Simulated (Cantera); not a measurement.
Input: 1 mol CuO, 0.98 mol CH₄, 0.38 mol N₂, held at 2275 K and 5.20 mbar.

Equilibrium computed with Cantera from the NASA thermochemical tables; the gas is ideal and each condensed phase is pure. Candidate condensed phases: C, C₆H₆, C₇H₈, C₈H₁₈, Cu, CuO, Cu(OH)₂, Cu₂O, H₂O; 139 gas species. The numbers say what is thermodynamically allowed, not how fast it happens.

Base state: H₂ 0.396, Cu 0.223, CO 0.218, N₂ 0.0847, H 0.0741, H₂O 0.00393, CO₂ 0.000392, OH 0.000115 (mole fractions); condensed: gas only.

Question: What changes in the equilibrium state with this change: temperature from 2275 K to 1848 K?

Answer: 
```
species       before     after
----------  --------  --------
H₂             0.396     0.476
CO             0.218     0.241
Cu             0.223     0.179
H             0.0741   0.00507
N₂            0.0847    0.0937
O            1.47e-5   2.79e-8
OH          0.000115   3.43e-6
Cu₂          5.94e-5  0.000419
Cu(l), mol         0     0.272
```

Question: What changes in the equilibrium state with this change: CH₄ from 0.98 to 1.4 mol?

Answer: 
```
species             before    after
----------------  --------  -------
H₂                   0.396    0.473
CO                   0.218    0.185
Cu                   0.223    0.185
N₂                  0.0847   0.0667
H                   0.0741   0.0809
C₂H₂ (acetylene)     <1e-9  0.00180
CO₂               0.000392  1.45e-9
H₂O                0.00393  2.05e-8
HCN                3.59e-8  0.00677
C(graphite), mol         0    0.340
```
